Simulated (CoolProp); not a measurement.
A single-stage vapour-compression cycle with R124: evaporating at 243.15 K (dew point), condensing at 281.15 K (bubble point), superheat 8 K, subcooling 2 K, compressor efficiency 0.8, no pressure losses. Each further row changes one setting.

Values from CoolProp's reference Helmholtz-energy equation of state, de Vries 1995.

```csv
case,cooling COP,pressure ratio,discharge temperature (K),refrigerating effect (kJ/kg),volumetric capacity (kJ/m³)
as stated,4.47,4.90,300.2,141,419
evaporating temperature 248.15 K,5.37,3.85,298.1,144,538
condensing temperature 276.15 K,5.27,4.09,294.4,147,436
subcooling 7 K,4.65,4.90,300.2,147,436
superheat 18 K,4.49,4.90,310.8,148,422
compressor efficiency 0.7,3.91,4.90,306.1,141,419
```
